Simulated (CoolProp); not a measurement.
R1234ze(Z) along the isotherm 440 K: density (kg/m³) from the reference equation and from simpler models built on Tc = 423.3 K, pc = 3.531 MPa, ω = 0.327; each cubic takes its own stable root.

Model: reference Helmholtz-energy equation of state, Akasaka 2019, in CoolProp.

```csv
p (MPa),phase,reference
0.407,gas,13.20
0.815,gas,27.58
1.22,gas,43.26
1.63,gas,60.91
2.04,gas,80.87
2.44,gas,103.3
2.85,gas,130.6
3.26,gas,164.4
3.67,supercritical,209.5
4.07,supercritical,276.2
4.48,supercritical,399.8
4.89,supercritical,540.2
5.3,supercritical,615.4
```

**Question.** How far does each simpler model (ideal gas, Peng-Robinson) lie from the reference over these 13 states: mean and median of the absolute difference, and the worst?

**Answer.** 
- ideal gas: mean 36.0 %, median 32.0 %, worst -73.2 % at 440 K and 5.3 MPa
- Peng-Robinson: mean 4.0 %, median 0.5 %, worst -17.7 % at 440 K and 5.3 MPa
